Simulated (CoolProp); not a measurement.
Properties of 1-butene along the isotherm 456.5 K (Tc = 419.3 K, pc = 40.06 bar, ω = 0.192).

Computed with CoolProp (reference Helmholtz-energy equation of state, Lemmon 2005). It is a short technical equation, of lower accuracy than the large ones.

| p (bar) | phase | Z | cv (kJ/(kg K)) | Joule-Thomson coefficient (K/MPa) | isothermal compressibility (1/MPa) | expansivity (1/kK) | fugacity coefficient |
|---|---|---|---|---|---|---|---|
| 0.19 | gas | 0.9988 | 1.991 | 6.801 | 52.70 | 2.200 | 0.9988 |
| 0.307 | gas | 0.9980 | 1.991 | 6.807 | 32.64 | 2.205 | 0.9980 |
| 0.496 | gas | 0.9967 | 1.992 | 6.817 | 20.23 | 2.214 | 0.9967 |
| 0.801 | gas | 0.9947 | 1.993 | 6.833 | 12.55 | 2.229 | 0.9947 |
| 1.29 | gas | 0.9915 | 1.994 | 6.860 | 7.819 | 2.253 | 0.9915 |
| 2.09 | gas | 0.9862 | 1.995 | 6.903 | 4.852 | 2.293 | 0.9863 |
| 3.38 | gas | 0.9775 | 1.998 | 6.974 | 3.028 | 2.359 | 0.9779 |
| 5.46 | gas | 0.9633 | 2.003 | 7.093 | 1.903 | 2.474 | 0.9644 |
| 8.82 | gas | 0.9399 | 2.011 | 7.294 | 1.209 | 2.680 | 0.9427 |
| 14.2 | gas | 0.9009 | 2.024 | 7.643 | 0.7868 | 3.072 | 0.9084 |
| 23 | gas | 0.8324 | 2.049 | 8.294 | 0.5327 | 3.955 | 0.8532 |
| 37.2 | gas | 0.7061 | 2.100 | 9.523 | 0.4069 | 6.631 | 0.7661 |
| 60.1 | supercritical | 0.4538 | 2.207 | 9.090 | 0.3928 | 20.95 | 0.6302 |
